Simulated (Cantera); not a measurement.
Input: 1 mol C₂F₆, 9.4 mol H₂, held at 3225 K.

These are equilibrium values from Cantera (NASA tables, ideal gas, pure condensed phases), not measurements of a reactor. Candidate condensed phases: C, C₆H₆, C₇H₈, C₈H₁₈; 95 gas species. The feed counts by its element totals alone. Equilibrium is a limit: real reactors are often held back by kinetics, nucleation or transport.

Q: Which condensed phases are stable at each of these points (P (Pa)): 1, 3.60, 13, 46, 170, 600, 2200, 7700, 28000, 100000?

A: 
```json
[
 {"P (Pa)": "1", "condensed phases": "gas only", "C condensed (%)": "0.0"},
 {"P (Pa)": "3.60", "condensed phases": "gas only", "C condensed (%)": "0.0"},
 {"P (Pa)": "13", "condensed phases": "gas only", "C condensed (%)": "0.0"},
 {"P (Pa)": "46", "condensed phases": "gas only", "C condensed (%)": "0.0"},
 {"P (Pa)": "170", "condensed phases": "gas only", "C condensed (%)": "0.0"},
 {"P (Pa)": "600", "condensed phases": "gas only", "C condensed (%)": "0.0"},
 {"P (Pa)": "2200", "condensed phases": "gas only", "C condensed (%)": "0.0"},
 {"P (Pa)": "7700", "condensed phases": "gas only", "C condensed (%)": "0.0"},
 {"P (Pa)": "28000", "condensed phases": "C(graphite)", "C condensed (%)": "13.1"},
 {"P (Pa)": "100000", "condensed phases": "C(graphite)", "C condensed (%)": "27.7"}
]
```

From 1.00 Pa to 7700 Pa nothing is condensed. From 28000 Pa to 100000 Pa the condensed part is C(graphite).
